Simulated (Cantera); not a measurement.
Mixture: C₂H₄ : O₂ : N₂ : CO₂ = 1 : 3.61 : 9.4 : 1.7 (molar parts), equivalence ratio 0.83, at 500000 Pa, adiabatic and at constant pressure. Ignition delay is the time to a rise of 400 K.

Computed with Cantera and GRI-Mech 3.0 (53 species, 325 reactions). GRI-Mech 3.0 was tuned for natural gas; its chemistry of ethylene as a main component is partial and can be far from experiment. Where the delays flatten at high temperature, the 400 K rule measures the pace of heat release, not the induction time.

Question: What does this change do: CO2 1.7 to 2.8 parts?

Answer: 
```tsv
quantity	before	after
delay at 1298 K	80.9 µs	88.4 µs
delay at 1498 K	8.36 µs	8.85 µs
delay at 1698 K	3.44 µs	3.66 µs
delay at 1898 K	1.92 µs	2.05 µs
delay at 2098 K	1.21 µs	1.30 µs
apparent activation energy between 1898 and 2098 K	76 kJ/mol	76 kJ/mol
```

Question: What does this change do: N2 9.4 to 22 parts?

Answer: 
```tsv
quantity	before	after
delay at 1298 K	80.9 µs	96.7 µs
delay at 1498 K	8.36 µs	13.1 µs
delay at 1698 K	3.44 µs	5.79 µs
delay at 1898 K	1.92 µs	3.34 µs
delay at 2098 K	1.21 µs	2.20 µs
apparent activation energy between 1898 and 2098 K	76 kJ/mol	69 kJ/mol
```
